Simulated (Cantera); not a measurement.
A perfectly stirred reactor is fed with NO : N2 = 1 : 1.5 (molar parts), at 0.0267 bar; it is held at 1900 K, and followed from long to short residence time.

Detailed kinetics in Cantera: GRI-Mech 3.0 (53 species, 325 reactions). Radical loss at walls, strong at low pressure, is not modelled.

What does this change do: 0.15 parts H2O added?


```json
[
 {"quantity": "x(NO) at τ = 11.0 s", "before": "0.304", "after": "0.275"},
 {"quantity": "x(N2O) at τ = 11.0 s", "before": "3.06e-5", "after": "1.28e-5"},
 {"quantity": "x(N2) at τ = 11.0 s", "before": "0.648", "after": "0.617"},
 {"quantity": "x(O2) at τ = 11.0 s", "before": "0.0477", "after": "0.0507"},
 {"quantity": "x(O) at τ = 11.0 s", "before": "0.000439", "after": "0.000424"},
 {"quantity": "x(NO) at τ = 50.0 ms", "before": "0.400", "after": "0.377"},
 {"quantity": "x(N2O) at τ = 50.0 ms", "before": "4.18e-5", "after": "2.66e-5"},
 {"quantity": "x(N2) at τ = 50.0 ms", "before": "0.600", "after": "0.566"},
 {"quantity": "x(O2) at τ = 50.0 ms", "before": "8.53e-5", "after": "0.000288"},
 {"quantity": "x(O) at τ = 50.0 ms", "before": "9.83e-5", "after": "1.65e-5"}
]
```

What does this change do: NO 1 to 0.26 parts?


| quantity | before | after |
|---|---|---|
| x(NO) at τ = 11.0 s | 0.304 | 0.129 |
| x(N2O) at τ = 11.0 s | 3.06e-5 | 6.35e-6 |
| x(N2) at τ = 11.0 s | 0.648 | 0.862 |
| x(O2) at τ = 11.0 s | 0.0477 | 0.00931 |
| x(O) at τ = 11.0 s | 0.000439 | 0.000203 |
| x(NO) at τ = 50.0 ms | 0.400 | 0.148 |
| x(N2O) at τ = 50.0 ms | 4.18e-5 | 5.90e-6 |
| x(N2) at τ = 50.0 ms | 0.600 | 0.852 |
| x(O2) at τ = 50.0 ms | 8.53e-5 | 4.95e-6 |
| x(O) at τ = 50.0 ms | 9.83e-5 | 2.25e-5 |

What does this change do: pressure from 0.0267 bar to 0.0330 bar?


```tsv
quantity	before	after
x(NO) at τ = 11.0 s	0.304	0.292
x(N2O) at τ = 11.0 s	3.06e-5	2.87e-5
x(N2) at τ = 11.0 s	0.648	0.654
x(O2) at τ = 11.0 s	0.0477	0.0537
x(O) at τ = 11.0 s	0.000439	0.000413
x(NO) at τ = 50.0 ms	0.400	0.400
x(N2O) at τ = 50.0 ms	4.18e-5	4.48e-5
x(N2) at τ = 50.0 ms	0.600	0.600
x(O2) at τ = 50.0 ms	8.53e-5	0.000120
x(O) at τ = 50.0 ms	9.83e-5	0.000101
```
